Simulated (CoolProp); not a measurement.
Properties of acetone along the isobar 1.94 MPa (Tc = 508.1 K, pc = 4.692 MPa, ω = 0.307).

The numbers come from the reference Helmholtz-energy equation of state, Lemmon 2006 in CoolProp. It is a short technical equation, of lower accuracy than the large ones.

```csv
T (K),phase,density (kg/m³),cp (kJ/(kg K)),cv (kJ/(kg K)),speed of sound (m/s),Joule-Thomson coefficient (K/MPa),fugacity coefficient
473.4,gas,38.16,2.443,1.890,___,18.28,0.7969
480.4,gas,36.74,2.374,1.880,220.7,16.96,0.8077
487.4,gas,35.49,2.323,1.875,225.8,15.80,0.8177
494.3,gas,___,2.286,___,230.5,14.80,0.8268
501.3,gas,33.39,2.257,1.874,234.9,13.88,0.8353
508.2,gas,32.49,2.237,1.878,239.0,13.08,0.8432
515.2,gas,31.66,2.221,1.883,243.0,12.33,0.8507
522.2,gas,30.88,2.210,1.889,246.7,11.66,0.8576
529.1,gas,30.18,2.204,1.897,250.3,11.06,0.8641
536.1,gas,29.51,2.199,1.905,253.7,10.50,0.8702
543,gas,28.89,2.198,1.915,257.0,9.988,0.8759
550,gas,28.30,2.198,1.925,260.2,9.513,0.8813
```

### Question
Some entries are withheld; supply them.

### Answer

- 473.4, speed of sound (m/s): 215.2
- 494.3, density (kg/m³): 34.40
- 494.3, cv (kJ/(kg K)): 1.873
